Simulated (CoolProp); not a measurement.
Properties of n-hexane along the isotherm 468.1 K.

Model: reference Helmholtz-energy equation of state, Thol 2019, in CoolProp.

```json
[
 {"p (MPa)": "0.0963", "phase": "gas", "density (kg/m³)": "2.164", "isothermal compressibility (1/MPa)": "10.54", "Prandtl number": "0.755"},
 {"p (MPa)": "0.156", "phase": "gas", "density (kg/m³)": "3.540", "isothermal compressibility (1/MPa)": "6.572", "Prandtl number": "___"},
 {"p (MPa)": "0.251", "phase": "gas", "density (kg/m³)": "5.785", "isothermal compressibility (1/MPa)": "___", "Prandtl number": "___"},
 {"p (MPa)": "0.406", "phase": "gas", "density (kg/m³)": "9.614", "isothermal compressibility (1/MPa)": "2.644", "Prandtl number": "0.784"},
 {"p (MPa)": "0.656", "phase": "gas", "density (kg/m³)": "16.30", "isothermal compressibility (1/MPa)": "1.729", "Prandtl number": "0.823"},
 {"p (MPa)": "1.06", "phase": "gas", "density (kg/m³)": "28.92", "isothermal compressibility (1/MPa)": "1.209", "Prandtl number": "0.913"},
 {"p (MPa)": "1.71", "phase": "liquid", "density (kg/m³)": "446.7", "isothermal compressibility (1/MPa)": "0.03039", "Prandtl number": "2.95"},
 {"p (MPa)": "2.77", "phase": "liquid", "density (kg/m³)": "458.9", "isothermal compressibility (1/MPa)": "0.02179", "Prandtl number": "2.95"},
 {"p (MPa)": "4.47", "phase": "liquid", "density (kg/m³)": "473.3", "isothermal compressibility (1/MPa)": "0.01540", "Prandtl number": "___"},
 {"p (MPa)": "7.22", "phase": "liquid", "density (kg/m³)": "490.2", "isothermal compressibility (1/MPa)": "___", "Prandtl number": "___"},
 {"p (MPa)": "11.7", "phase": "liquid", "density (kg/m³)": "___", "isothermal compressibility (1/MPa)": "0.007311", "Prandtl number": "3.23"},
 {"p (MPa)": "18.8", "phase": "liquid", "density (kg/m³)": "532.0", "isothermal compressibility (1/MPa)": "0.004967", "Prandtl number": "3.42"},
 {"p (MPa)": "30.4", "phase": "liquid", "density (kg/m³)": "___", "isothermal compressibility (1/MPa)": "0.003323", "Prandtl number": "3.68"}
]
```

### Question
What belongs in the gaps?

### Answer

- 0.156, Prandtl number: 0.759
- 0.251, isothermal compressibility (1/MPa): 4.152
- 0.251, Prandtl number: 0.766
- 4.47, Prandtl number: 3.00
- 7.22, isothermal compressibility (1/MPa): 0.01070
- 7.22, Prandtl number: 3.09
- 11.7, density (kg/m³): 509.9
- 30.4, density (kg/m³): 557.4

Viscosity comes from a separate model (Michailidou 2013). Thermal conductivity comes from a separate model (Assael 2013).
